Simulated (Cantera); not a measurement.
Source: NASA polynomial tables (part measured, part estimated), evaluated in Cantera. Values are per mole of reaction as written; species without (g) are pure solids or liquids, kept so even where they would boil at 1 bar.

4 N(g) + 3 Si(CH₃)₄(g) ⇌ 3 Si + 6 C₂H₄(g) + 4 NH₃(g)

| T (K) | ΔH° (kJ) | ΔS° (J/K) | ΔG° (kJ) | log10 K |
|---|---|---|---|---|
| 2075 | -847.5 | 431.7 | -1743.2 | 43.88 |
| 2175 | … | … | … | … |
| 2275 | -858.5 | 426.6 | -1829.0 | 41.99 |
| 2375 | -863.9 | 424.3 | -1871.6 | 41.16 |
| 2475 | … | … | … | … |
| 2575 | … | … | … | … |
| 2675 | -879.7 | 418.0 | -1997.9 | 39.01 |
| 2775 | … | … | … | … |
| 2875 | -890.2 | 414.2 | -2081.1 | 37.81 |
| 2975 | -895.4 | 412.4 | -2122.5 | 37.27 |

Problem. Complete the blanks.

Solution. 
- 2175, ΔH° (kJ): -853.0
- 2175, ΔS° (J/K): 429.1
- 2175, ΔG° (kJ): -1786.2
- 2175, log10 K: 42.90
- 2475, ΔH° (kJ): -869.2
- 2475, ΔS° (J/K): 422.1
- 2475, ΔG° (kJ): -1913.9
- 2475, log10 K: 40.39
- 2575, ΔH° (kJ): -874.5
- 2575, ΔS° (J/K): 420.0
- 2575, ΔG° (kJ): -1956.0
- 2575, log10 K: 39.68
- 2775, ΔH° (kJ): -885.0
- 2775, ΔS° (J/K): 416.1
- 2775, ΔG° (kJ): -2039.6
- 2775, log10 K: 38.39
